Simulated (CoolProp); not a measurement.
Model: reference Helmholtz-energy equation of state, Akasaka 2015, in CoolProp.

**Question.** Give the vapour pressure (kPa), vapour density (kg/m³), enthalpy of vaporisation (kJ/kg), vapour viscosity (µPa s) of saturated R245fa at 256.8 K.

**Answer.** 
| T (K) | p (kPa) | vapour density (kg/m³) | enthalpy of vaporisation (kJ/kg) | vapour viscosity (µPa s) |
|---|---|---|---|---|
| 256.8 | 23.9 | 1.52 | 213 | 10.1 |

Viscosity comes from a separate model (Bell 2016), an estimate that may be off by 10 % or more.
